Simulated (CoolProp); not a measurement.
Vapour-liquid equilibrium of R125 (1) + R115 (2) at -47.45 °C; x and y are mole fractions of (1).

Model: multi-fluid Helmholtz-energy mixture model, Lemmon 2005 and Lemmon 2016; pair parameters Bell 2016, in CoolProp.

```json
[
 {"x": "0.05", "bubble pressure (bar)": "0.7581", "y at the bubble point": "0.130", "dew pressure at overall composition x (bar)": "0.7152", "liquid density (mol/L)": "10.28"},
 {"x": "0.125", "bubble pressure (bar)": "0.8405", "y at the bubble point": "0.268", "dew pressure at overall composition x (bar)": "0.7551", "liquid density (mol/L)": "10.40"},
 {"x": "0.2", "bubble pressure (bar)": "0.9049", "y at the bubble point": "0.366", "dew pressure at overall composition x (bar)": "0.7985", "liquid density (mol/L)": "10.53"},
 {"x": "0.275", "bubble pressure (bar)": "0.9553", "y at the bubble point": "0.440", "dew pressure at overall composition x (bar)": "0.8451", "liquid density (mol/L)": "10.67"},
 {"x": "0.35", "bubble pressure (bar)": "0.9949", "y at the bubble point": "0.501", "dew pressure at overall composition x (bar)": "0.8944", "liquid density (mol/L)": "10.82"},
 {"x": "0.425", "bubble pressure (bar)": "1.026", "y at the bubble point": "0.553", "dew pressure at overall composition x (bar)": "0.9451", "liquid density (mol/L)": "10.98"},
 {"x": "0.5", "bubble pressure (bar)": "1.050", "y at the bubble point": "0.600", "dew pressure at overall composition x (bar)": "0.9944", "liquid density (mol/L)": "11.15"},
 {"x": "0.575", "bubble pressure (bar)": "1.069", "y at the bubble point": "0.646", "dew pressure at overall composition x (bar)": "1.038", "liquid density (mol/L)": "11.33"},
 {"x": "0.65", "bubble pressure (bar)": "1.082", "y at the bubble point": "0.691", "dew pressure at overall composition x (bar)": "1.070", "liquid density (mol/L)": "11.52"},
 {"x": "0.725", "bubble pressure (bar)": "1.089", "y at the bubble point": "0.740", "dew pressure at overall composition x (bar)": "1.087", "liquid density (mol/L)": "11.73"},
 {"x": "0.8", "bubble pressure (bar)": "1.090", "y at the bubble point": "0.793", "dew pressure at overall composition x (bar)": "1.090", "liquid density (mol/L)": "11.94"},
 {"x": "0.875", "bubble pressure (bar)": "1.083", "y at the bubble point": "0.857", "dew pressure at overall composition x (bar)": "1.080", "liquid density (mol/L)": "12.17"},
 {"x": "0.95", "bubble pressure (bar)": "1.065", "y at the bubble point": "0.935", "dew pressure at overall composition x (bar)": "1.061", "liquid density (mol/L)": "12.42"}
]
```

y crosses x between x = 0.725 and 0.8: the model has an azeotrope there.

The pair parameters rest on a limited set of measurements; away from them the model extrapolates.
